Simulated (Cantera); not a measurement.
A freely propagating, adiabatic, planar premixed flame of 46.1 % H₂, 11.0 % O₂, 42.9 % N₂, equivalence ratio 2.1, unburnt at 548 K and 2.00 bar; mixture-averaged transport, grid criteria slope 0.08 and curve 0.16, no radiation.

Computed with Cantera and the H2/O2 subset of GRI-Mech 3.0, which has no nitrogen chemistry. Burning velocities carry a grid error of a few per cent, more on coarse grids.

**Question.** Predict: laminar burning velocity; thermal thickness; peak x(HO₂); peak x(H₂O₂); peak x(O).

**Answer.** 
```json
{
 "laminar_burning_velocity": "771 cm/s",
 "thermal_thickness": "0.180 mm",
 "peak x(HO₂)": "0.000477",
 "peak x(H₂O₂)": "2.60e-5",
 "peak x(O)": "0.00300"
}
```
